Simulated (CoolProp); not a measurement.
Vapour-liquid equilibrium of cyclohexane (1) + m-xylene (2) at 0.179 MPa; x and y are mole fractions of (1).

The numbers come from the multi-fluid Helmholtz-energy mixture model, Zhou 2014 and Zhou 2012; pair parameters Bell 2016 in CoolProp.

```csv
x,bubble temperature (°C),y at the bubble point,dew temperature at overall composition x (°C),liquid density (mol/L)
0.05,(withheld),0.187,159.9,(withheld)
0.2,138.3,0.538,154.2,7.246
0.35,126.8,(withheld),(withheld),7.462
0.5,118.6,0.821,140.4,7.657
0.65,112.2,(withheld),131.5,(withheld)
0.8,107.0,0.942,120.4,8.034
0.95,102.4,0.986,106.2,8.232
```

Q: Some entries are withheld; supply them.

A: 
- 0.05, bubble temperature (°C): 154.7
- 0.05, liquid density (mol/L): 6.993
- 0.35, y at the bubble point: 0.718
- 0.35, dew temperature at overall composition x (°C): 147.8
- 0.65, y at the bubble point: 0.890
- 0.65, liquid density (mol/L): 7.845

No azeotrope shows between x = 0.05 and 0.95.

Pair parameters are fitted to limited data, so mixtures are less certain than the pure fluids.
